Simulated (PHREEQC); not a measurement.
0.29 g of hydrous ferric oxide (600 m²/g; 0.2 weak and 0.005 strong sites per Fe, Dzombak-Morel constants, diffuse double layer) in 1 kg of water with 0.3 mol/kgw of an inert sodium salt and 0.092 mmol/kgw NaH2PO4, at 25 °C; the pH is set by adding NaOH or the inert anion's acid. O2 is buffered at 0.21 atm. The system is closed to CO2. Precipitation was switched off in this run.

Base run: PHREEQC, ion-association model, wateq4f.dat. Each further column changes one thing. The table gives surface charge σ (C/m²).

| pH | base | background salt from 0.3 to 0.03 mol/kgw | oxide from 0.29 to 1.4 g/kgw | 0.00029 mol/kgw NaF added |
|---|---|---|---|---|
| 3 | 0.312 | 0.283 | [?] | [?] |
| 3.75 | 0.292 | 0.234 | 0.343 | 0.250 |
| 4.88 | 0.222 | 0.131 | [?] | 0.194 |
| 5.62 | 0.152 | 0.074 | [?] | 0.138 |
| 6.38 | 0.084 | 0.035 | 0.109 | 0.079 |
| 7.12 | 0.032 | 0.013 | 0.052 | [?] |
| 8.25 | -0.029 | [?] | -0.013 | -0.029 |
| 9 | -0.065 | -0.028 | -0.056 | -0.065 |

Question: Some entries are withheld; supply them.

Answer: 
- 3, oxide from 0.29 to 1.4 g/kgw: 0.356
- 3, 0.00029 mol/kgw NaF added: 0.275
- 4.88, oxide from 0.29 to 1.4 g/kgw: 0.270
- 5.62, oxide from 0.29 to 1.4 g/kgw: 0.187
- 7.12, 0.00029 mol/kgw NaF added: 0.031
- 8.25, background salt from 0.3 to 0.03 mol/kgw: -0.012

H3PO4, which wateq4f.dat lacks, is added to it with the constant of phreeqc.dat. The oxide is taken as insoluble; below pH 4 it would dissolve.
